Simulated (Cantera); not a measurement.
An isothermal, constant-pressure homogeneous reactor starts with 0.901 % C2H6, 99.1 % N2, at 1500 K and 0.0270 bar.

Model: GRI-Mech 3.0 (53 species, 325 reactions), integrated in Cantera. GRI-Mech 3.0 stops at C3 and has no aromatics, soot or wall deposition, so with more carbon than oxygen in the feed, carbon stays in small species such as C2H2 where larger ones or solid carbon would form. Radical loss at walls, strong at low pressure, is not modelled.

x: mole fraction; the columns are a selection and need not sum to one.

| t (s) | x C2H6 | x C2H2 | x C2H | x CH4 | x H2 | x CH3 |
|---|---|---|---|---|---|---|
| 0.000900 | 0.00803 | (withheld) | 1.21e-10 | 6.64e-5 | 0.000298 | 0.00112 |
| 0.00188 | 0.00617 | (withheld) | 6.29e-9 | 0.000263 | 0.00162 | 0.00179 |
| 0.00393 | 0.00284 | (withheld) | 4.07e-8 | 0.000853 | 0.00486 | 0.00181 |
| 0.00822 | 0.000439 | (withheld) | 1.11e-7 | 0.00159 | 0.00908 | 0.000875 |
| 0.0172 | 3.29e-5 | (withheld) | 9.78e-8 | 0.00169 | 0.0122 | 0.000309 |
| 0.0359 | 6.91e-6 | (withheld) | 6.07e-8 | 0.00162 | 0.0139 | 0.000147 |
| 0.0751 | 2.65e-6 | 0.00757 | 3.91e-8 | 0.00156 | 0.0148 | 8.33e-5 |
| 0.157 | 1.19e-6 | 0.00794 | 2.59e-8 | 0.00151 | 0.0153 | 5.16e-5 |
| 0.328 | 5.65e-7 | 0.00808 | 1.75e-8 | 0.00146 | 0.0155 | 3.35e-5 |
| 0.686 | 2.95e-7 | 0.00813 | 1.26e-8 | 0.00141 | 0.0156 | 2.33e-5 |
| 1.44 | 1.92e-7 | 0.00817 | 1.05e-8 | 0.00135 | 0.0157 | 1.84e-5 |
| 3.00 | 1.54e-7 | 0.00822 | 1.01e-8 | 0.00126 | 0.0158 | 1.65e-5 |

Task: Fill in the missing entries.

Result: 
- 0.000900, x C2H2: 1.80e-6
- 0.00188, x C2H2: 5.53e-5
- 0.00393, x C2H2: 0.000607
- 0.00822, x C2H2: 0.00272
- 0.0172, x C2H2: 0.00527
- 0.0359, x C2H2: 0.00677
